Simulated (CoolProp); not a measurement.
Vapour-liquid equilibrium of R125 (1) + R115 (2) at 0.55 MPa; x and y are mole fractions of (1).

Model: multi-fluid Helmholtz-energy mixture model, Lemmon 2005 and Lemmon 2016; pair parameters Bell 2016, in CoolProp.

```tsv
x	bubble temperature, mixture model (K)	bubble temperature, Raoult's law (K)	y, mixture model	y, Raoult's law
0.05	278.1	279.5	0.101	0.074
0.125	275.4	278.3	…	0.179
0.2	273.3	277.1	…	0.276
0.275	271.6	275.9	0.403	0.366
0.35	270.3	274.9	0.472	0.450
0.425	269.2	273.8	…	0.529
0.5	268.4	272.8	…	0.603
0.575	267.7	271.9	…	0.673
0.65	267.2	270.9	0.696	0.738
0.725	266.8	270.0	…	0.800
0.8	266.6	269.2	0.808	0.859
0.875	266.6	268.4	0.872	0.914
0.95	266.8	267.6	0.945	0.967
```

Fill in the missing entries.


- 0.125, y, mixture model: 0.224
- 0.2, y, mixture model: 0.322
- 0.425, y, mixture model: 0.533
- 0.5, y, mixture model: 0.589
- 0.575, y, mixture model: 0.643
- 0.725, y, mixture model: 0.751

The largest gap from Raoult's law is -4.6 K in bubble temperature, at x = 0.425. y crosses x between x = 0.8 and 0.875: the model has an azeotrope there.

Pair parameters are fitted to limited data, so mixtures are less certain than the pure fluids.
